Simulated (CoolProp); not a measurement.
Computed with CoolProp (reference Helmholtz-energy equation of state, Thol 2015).

Q: Give the vapour pressure (MPa), liquid density (kg/m³), enthalpy of vaporisation (kJ/kg), liquid cp (kJ/(kg K)) of saturated 1,2-dichloroethane at 66.95 °C.

A: 
```
T (°C)  p (MPa)  liquid density (kg/m³)  enthalpy of vaporisation (kJ/kg)  liquid cp (kJ/(kg K))
------  -------  ----------------------  --------------------------------  ---------------------
66.95    0.0585                    1180                               333                   1.34
```
